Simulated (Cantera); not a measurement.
Input (Python, Cantera):

```python
import numpy as np
import cantera as ct

gas = ct.Solution("gri30.yaml")
gas.TPX = 1725, 101325, {'CH3OH': 1, 'O2': 2.27, 'N2': 8.55, 'H2O': 0.26}
reactor = ct.IdealGasReactor(gas, energy="on", clone=False)
net = ct.ReactorNet([reactor])
net.rtol, net.atol = 1e-08, 1e-16
show = ['CH3OH', 'O2', 'H2O', 'CH4', 'NO', 'C2H4']
times = np.geomspace(2e-06, 0.9, 15)

steps = ct.SolutionArray(gas, extra=["t"])
rows = []
print(f"{'t/s':>10s}{'T/K':>9s}{'P/Pa':>11s}" + "".join(f"{s:>11s}" for s in show))
for t in times:
    while net.time < t:
        t_next = net.step()
        steps.append(gas.state, t=t_next)
    rows.append([np.interp(t, steps.t, y) for y in (steps.T, steps.P, *steps(*show).X.T)])
    print(f"{t:10.3e}{rows[-1][0]:9.1f}{rows[-1][1]:11.4g}" + "".join(f"{x:11.3e}" for x in rows[-1][2:]))
rate = np.gradient(steps.T, steps.t)
print("integrator steps:", len(steps.t))
if steps.T.max() > steps.T[0] + 200:
    print(f"time of steepest temperature rise: {steps.t[rate.argmax()]:.4e} s")
gas.TPX = 1725, 101325, {'CH3OH': 1, 'O2': 2.27, 'N2': 8.55, 'H2O': 0.26}
gas.equilibrate("UV")
print(f"equilibrium (UV): T = {gas.T:.1f} K  " + "  ".join(f"{s} {gas[s].X[0]:.3e}" for s in show))
```

It prints:

```
       t/s      T/K       P/Pa      CH3OH         O2        H2O        CH4         NO       C2H4
 2.000e-06   1724.8  1.013e+05  8.239e-02  1.876e-01  2.169e-02  6.156e-06  3.061e-12  2.778e-08
 5.068e-06   1725.1  1.014e+05  8.156e-02  1.871e-01  2.204e-02  3.371e-05  1.151e-11  2.153e-07
 1.284e-05   1732.0  1.021e+05  7.718e-02  1.844e-01  2.432e-02  1.244e-04  5.989e-11  9.088e-07
 3.254e-05   1934.9  1.191e+05  3.188e-02  1.539e-01  6.310e-02  4.082e-04  3.049e-09  2.525e-06
 8.246e-05   2694.5   1.72e+05  6.924e-17  6.695e-02  1.411e-01  2.820e-16  3.784e-04  1.567e-24
 2.089e-04   2807.7  1.778e+05  7.210e-17  6.456e-02  1.471e-01  4.314e-16  2.471e-03  1.816e-24
 5.295e-04   2802.9  1.774e+05  7.201e-17  6.249e-02  1.475e-01  4.343e-16  7.141e-03  1.806e-24
 1.342e-03   2795.3  1.768e+05  7.184e-17  5.957e-02  1.481e-01  4.370e-16  1.375e-02  1.788e-24
 3.400e-03   2791.3  1.765e+05  7.177e-17  5.807e-02  1.484e-01  4.385e-16  1.715e-02  1.778e-24
 8.615e-03   2791.1  1.765e+05  7.177e-17  5.797e-02  1.485e-01  4.386e-16  1.738e-02  1.778e-24
 2.183e-02   2791.1  1.765e+05  7.177e-17  5.797e-02  1.485e-01  4.386e-16  1.738e-02  1.778e-24
 5.531e-02   2791.1  1.765e+05  7.177e-17  5.797e-02  1.485e-01  4.386e-16  1.738e-02  1.778e-24
 1.402e-01   2791.1  1.765e+05  7.177e-17  5.797e-02  1.485e-01  4.386e-16  1.738e-02  1.778e-24
 3.552e-01   2791.1  1.765e+05  7.177e-17  5.797e-02  1.485e-01  4.386e-16  1.738e-02  1.778e-24
 9.000e-01   2791.1  1.765e+05  7.177e-17  5.797e-02  1.485e-01  4.386e-16  1.738e-02  1.778e-24
integrator steps: 1629
time of steepest temperature rise: 3.6990e-05 s
equilibrium (UV): T = 2791.1 K  CH3OH 7.447e-17  O2 5.797e-02  H2O 1.485e-01  CH4 6.032e-16  NO 1.738e-02  C2H4 2.039e-24
```

Model: GRI-Mech 3.0 (53 species, 325 reactions), integrated in Cantera. GRI-Mech 3.0 was tuned for natural gas; its chemistry of methanol as a main component is partial and can be far from experiment.
